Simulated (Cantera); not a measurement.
## Abatement and gas-phase synthesis: CO2 + O2 + N2

Feed: 1 mol CO2, 0.077 mol O2, 0.42 mol N2, held at 52.0 mbar.

Cantera equilibrium calculation (NASA polynomials, part measured and part estimated; ideal gas, pure solids and liquids). Candidate condensed phases: C; 24 gas species. The numbers say what is thermodynamically allowed, not how fast it happens.

From 1150 °C to 2050 °C nothing is condensed. The main C-bearing gas is CO2 throughout.

```json
[
 {"T (°C)": "1150", "x CO2": "0.668", "x N2": "0.280", "x CO": "1.87e-5", "x O2": "0.0513", "x O": "1.34e-6"},
 {"T (°C)": "1250", "x CO2": "0.668", "x N2": "0.280", "x CO": "8.89e-5", "x O2": "0.0513", "x O": "5.48e-6"},
 {"T (°C)": "1350", "x CO2": "0.668", "x N2": "0.280", "x CO": "0.000347", "x O2": "0.0513", "x O": "1.89e-5"},
 {"T (°C)": "1450", "x CO2": "0.666", "x N2": "0.280", "x CO": "0.00115", "x O2": "0.0515", "x O": "5.66e-5"},
 {"T (°C)": "1550", "x CO2": "0.664", "x N2": "0.279", "x CO": "0.00331", "x O2": "0.0523", "x O": "0.000151"},
 {"T (°C)": "1650", "x CO2": "0.657", "x N2": "0.278", "x CO": "0.00837", "x O2": "0.0543", "x O": "0.000370"},
 {"T (°C)": "1750", "x CO2": "0.643", "x N2": "0.277", "x CO": "0.0186", "x O2": "0.0586", "x O": "0.000845"},
 {"T (°C)": "1850", "x CO2": "0.618", "x N2": "0.273", "x CO": "0.0367", "x O2": "0.0661", "x O": "0.00184"},
 {"T (°C)": "1950", "x CO2": "0.581", "x N2": "0.269", "x CO": "0.0644", "x O2": "0.0776", "x O": "0.00382"},
 {"T (°C)": "2050", "x CO2": "0.529", "x N2": "0.262", "x CO": "0.102", "x O2": "0.0928", "x O": "0.00757"}
]
```
x: gas mole fraction; nothing condenses.
